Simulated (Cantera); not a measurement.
A closed system holds: 1 mol SiCl4, 21 mol N2, 0.5 mol H2, at 1575 K and 0.000480 bar.

Method: chemical equilibrium by Gibbs-energy minimisation in Cantera with the NASA 1993 tables (ideal gas, pure condensed phases). Candidate condensed phases: NH4Cl, Si, Si3N4; 28 gas species. The tables' values for SiCl3 are old estimates; treat these amounts as uncertain. Kinetics and transport are ignored.

Base state: N2 0.898, HCl 0.0427, SiCl2 0.0248, Cl 0.0161, SiCl3 0.00914, SiCl4 0.00879, H2 1.61e-5, Cl2 1.39e-5 (mole fractions); condensed: gas only.

Question: What changes in the equilibrium state with this change: pressure from 0.000480 bar to 0.0140 bar?

Answer: 
```tsv
species	before	after
N2	0.898	0.912
HCl	0.0427	0.0431
SiCl2	0.0248	0.0169
Cl	0.0161	0.000911
SiCl4	0.00879	0.0163
SiCl3	0.00914	0.0103
H2	1.61e-5	0.000174
Cl2	1.39e-5	1.30e-6
```
